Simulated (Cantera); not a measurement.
## NO annealing gas

A perfectly stirred reactor is fed with 76.9 % NO, 23.1 % N₂, at 38.3 Torr; it is held at 1925 K, and followed from long to short residence time.

Model: GRI-Mech 3.0 (53 species, 325 reactions), integrated in Cantera.

```
τ (s)    x NO     x NO₂   x N₂      x O₂       x O     x N₂O
------  -----  --------  -----  --------  --------  --------
0.73    0.727  0.000106  0.252    0.0208  0.000327  0.000193
0.31    0.752   8.17e-5  0.239   0.00853  0.000267  0.000208
0.13    0.762   6.73e-5  0.234   0.00337  0.000232  0.000208
0.057   0.766   5.84e-5  0.232   0.00132  0.000206  0.000192
0.025   0.768   4.96e-5  0.231  0.000466  0.000175  0.000160
0.011   0.769   3.71e-5  0.231  0.000132  0.000132  0.000115
0.0045  0.769   1.94e-5  0.231   2.27e-5   7.46e-5   6.61e-5
```
x: mole fraction; the columns are a selection and need not sum to one.
